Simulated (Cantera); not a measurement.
## Equilibrium for hydrogen reduction and annealing atmospheres: PbO + H2 + H2O

A closed system holds: 1 mol PbO, 0.33 mol H2, a varied amount of H2O, held at 75.0 Torr.

Method: chemical equilibrium by Gibbs-energy minimisation in Cantera with the NASA 1993 tables (ideal gas, pure condensed phases). Candidate condensed phases: H2O, Pb, PbO, PbO2, Pb3O4; 12 gas species. Each liquid is taken as pure. Mutual solubility and eutectic melting of coexisting phases are not modelled. The numbers say what is thermodynamically allowed, not how fast it happens.

### Question
Map the stable condensed phases over T = 1098, 1148, 1198, 1248, 1298, 1348, 1398, 1448, 1498, 1548, 1598 K and n(H2O) in mol = 1, 1.6, 2.2, 2.8, 3.4, 4, 4.6, 5.2, 5.7, 6.3, 6.9, 7.5, 8.1.

### Answer
```
T in K \ n(H2O) in mol
           1 1.6 2.2 2.8 3.4   4 4.6 5.2 5.7 6.3 6.9 7.5 8.1
   1598    A   A   A   A   A   A   A   A   A   A   A   A   A
   1548    B   B   B   A   A   A   A   A   A   A   A   A   A
   1498    B   B   B   B   B   B   B   B   B   B   A   A   A
   1448    C   B   B   B   B   B   B   B   B   B   B   B   B
   1398    C   C   C   C   B   B   B   B   B   B   B   B   B
   1348    C   C   C   C   C   C   C   C   C   B   B   B   B
   1298    C   C   C   C   C   C   C   C   C   C   C   C   C
   1248    C   C   C   C   C   C   C   C   C   C   C   C   C
   1198    C   C   C   C   C   C   C   C   C   C   C   C   C
   1148    C   C   C   C   C   C   C   C   C   C   C   C   C
   1098    C   C   C   C   C   C   C   C   C   C   C   C   C
```
A: gas only; B: PbO; C: Pb + PbO.
